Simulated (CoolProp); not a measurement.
R1132(E) along the isobar 0.768 MPa: Z from the reference equation and from simpler models built on Tc = 348.8 K, pc = 5.174 MPa, ω = 0.245; each cubic takes its own stable root.

Model: reference Helmholtz-energy equation of state, Akasaka 2024, in CoolProp.

```json
[
 {"T (K)": "304.3", "phase": "gas", "reference": "0.9120"},
 {"T (K)": "314.9", "phase": "gas", "reference": "0.9225"},
 {"T (K)": "325.5", "phase": "gas", "reference": "0.9313"},
 {"T (K)": "336.2", "phase": "gas", "reference": "0.9389"},
 {"T (K)": "346.8", "phase": "gas", "reference": "0.9454"},
 {"T (K)": "357.4", "phase": "gas", "reference": "0.9510"},
 {"T (K)": "368.1", "phase": "gas", "reference": "0.9560"},
 {"T (K)": "378.7", "phase": "gas", "reference": "0.9603"},
 {"T (K)": "389.4", "phase": "gas", "reference": "0.9642"},
 {"T (K)": "400", "phase": "gas", "reference": "0.9675"}
]
```

**Question.** How far does each simpler model (Soave-Redlich-Kwong, Peng-Robinson) lie from the reference over these 10 states: mean and median of the absolute difference, and the worst?

**Answer.** 
- Soave-Redlich-Kwong: mean 0.2 %, median 0.1 %, worst +0.5 % at 304.3 K and 0.768 MPa
- Peng-Robinson: mean 0.4 %, median 0.4 %, worst -0.5 % at 357.4 K and 0.768 MPa
